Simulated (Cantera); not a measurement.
A Cantera script and what it prints.

```python
import numpy as np
import cantera as ct

gas_names = """
    CL CL2 H HCL H2 N NH NH2 NH3 N2 N2H2 N2H4 Si SiCL SiCL2 SiCL3 SiCL4 SiH SiHCL3 SiH2 SiH2CL2 SiH3
    SiH3CL SiH4 SiN Si2 Si2N Si3
""".split()
cond_names = """
    NH4CL(a) NH4CL(b) Si(cr) Si(L) Si3N4(a)
""".split()


# ... load() reads the species with a 1 bar reference pressure and builds the phases ...
atoms = {
    'SiH2Cl2': {'Si': 1, 'H': 2, 'CL': 2},
    'N2': {'N': 2},
    'HCl': {'H': 1, 'CL': 1},
}
top_T = {'Si3N4(a)': 2400}  # K; cautious upper limits of use, not melting points


# ... equilibrate(T, P, feed) seeds the gas with the atoms and calls Mixture.equilibrate('TP', solver="vcs", rtol=1e-11, max_steps=5000) ...
results = []
T = 1248  # K
P = 130000  # Pa
for m in [13, 21, 28, 36, 43, 50, 58, 65, 73, 80, 87]:
    feed = {'SiH2Cl2': 1, 'N2': m, 'HCl': 0.53}  # mol
    mix = equilibrate(T, P, feed)
    results.append((T, P, feed, dict(zip(mix.species_names, mix.species_moles))))

top = {s: max(r[3][s] / sum(r[3][g] for g in gas_names) for r in results) for s in gas_names}
cols = sorted((s for s in top if top[s] > 1e-05), key=lambda s: -top[s])[:5]
seen = [c for c in cond_names if any(r[3].get(c, 0) > 1e-12 for r in results)]
print("log10 of partial pressures in bar; condensed amounts in mol")
print(f"{'n(N2)':>10s}" + "".join(f"{s[:9]:>10s}" for s in cols + seen))
for T, P, feed, n in results:
    ng = sum(n[g] for g in gas_names)
    print(f"{feed['N2']:10.4g}" + "".join(f"{np.log10(max(n[s] / ng * P / 1e5, 1e-99)):10.3f}" for s in cols)
          + "".join(f"{n.get(c, 0):10.4g}" for c in seen))
```

Result:

```
log10 of partial pressures in bar; condensed amounts in mol
     n(N2)        N2       HCL        H2     SiCL4     SiCL3  Si3N4(a)
        13     0.041    -0.872    -1.356    -1.664    -3.577    0.2491
        21     0.068    -1.037    -1.582    -1.890    -3.751    0.2561
        28     0.079    -1.140    -1.722    -2.030    -3.858    0.2602
        36     0.086    -1.233    -1.847    -2.155    -3.953    0.2637
        43     0.091    -1.299    -1.936    -2.245    -4.021    0.2662
        50     0.094    -1.356    -2.013    -2.321    -4.079    0.2682
        58     0.097    -1.413    -2.089    -2.398    -4.137    0.2702
        65     0.098    -1.456    -2.147    -2.456    -4.181    0.2717
        73     0.100    -1.501    -2.207    -2.517    -4.226    0.2732
        80     0.101    -1.537    -2.255    -2.564    -4.262    0.2744
        87     0.102    -1.569    -2.298    -2.608    -4.295    0.2755
```

Equilibrium computed with Cantera from the NASA thermochemical tables; the gas is ideal and each condensed phase is pure. N2 is the only nitrogen source here; it is nearly inert below about 1500 K, so the nitride shown seldom forms there in practice. The tables' values for SiCl3 are old estimates; treat these amounts as uncertain.
